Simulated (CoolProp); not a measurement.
Values from CoolProp's reference Helmholtz-energy equation of state, Setzmann 1991.

Problem. For methane, give the phase and the cv (kJ/(kg K)) at 188.9 K and 0.194 MPa; 299.5 K and 0.194 MPa.

Solution. 
- 188.9 K and 0.194 MPa: gas; cv 1.57
- 299.5 K and 0.194 MPa: gas; cv 1.71
